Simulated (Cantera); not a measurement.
**Catalytic stagnation flow on Pt**

A jet of 3.26 % CH₄, 13.7 % O₂, 83.1 % N₂ at 300 K and 0.0450 bar hits a platinum plate 7.2 cm away at a mass flux of 0.053 kg/m²/s; the plate temperature is set and raised in steps from an oxygen-covered start.

Detailed kinetics in Cantera: Deutschmann's 1995 Pt surface mechanism with GRI-Mech 3.0 gas chemistry. Catalytic surfaces can have several steady states; this one follows from the mechanism file's or the stated starting coverage.

```
plate T (K)  wall x CH₄  wall x O₂  wall x H₂O  wall x OH  wall x CO  wall x CO₂  θ free Pt   θ O*
-----------  ----------  ---------  ----------  ---------  ---------  ----------  ---------  -----
950              0.0176      0.105      0.0280    1.18e-7    1.02e-5      0.0184      0.309  0.690
1000             0.0138     0.0965      0.0350    3.27e-7    1.09e-5      0.0231      0.384  0.615
1050             0.0109     0.0905      0.0402    7.93e-7    1.16e-5      0.0266      0.458  0.541
1100            0.00880     0.0861      0.0440    1.74e-6    1.26e-5      0.0291      0.528  0.471
1150            0.00731     0.0831      0.0466    3.50e-6    1.39e-5      0.0308      0.595  0.405
1200            0.00623     0.0809      0.0484    6.54e-6    1.57e-5      0.0320      0.655  0.344
1250            0.00544     0.0794      0.0497    1.15e-5    1.82e-5      0.0328      0.710  0.289
```
x: mole fraction at the wall; θ: surface coverage.
